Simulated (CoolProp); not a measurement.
Aqueous potassium carbonate as a coolant, at -7 °C, 1 atm.

Values from CoolProp's Melinder's fits for secondary coolants.

| mass % | freezing point (°C) | viscosity (mPa s) | Prandtl number | density (kg/m³) | cp (kJ/(kg K)) |
|---|---|---|---|---|---|
| 19.4 | (withheld) | 3.40 | 20.8 | 1194 | 3.289 |
| 22.4 | (withheld) | 3.76 | 22.4 | 1226 | 3.178 |
| 25.4 | (withheld) | 4.24 | 24.6 | 1258 | 3.069 |
| 28.4 | -16.5 | 4.89 | 27.5 | 1292 | 2.967 |
| 31.4 | -20.6 | 5.74 | (withheld) | 1326 | 2.873 |
| 34.3 | -25.4 | (withheld) | 36.8 | 1360 | 2.793 |
| 37.3 | -31.3 | 8.39 | 44.2 | 1395 | 2.722 |

Complete the blanks.


- 19.4, freezing point (°C): -8.4
- 22.4, freezing point (°C): -10.5
- 25.4, freezing point (°C): -13.2
- 31.4, Prandtl number: 31.5
- 34.3, viscosity (mPa s): 6.85
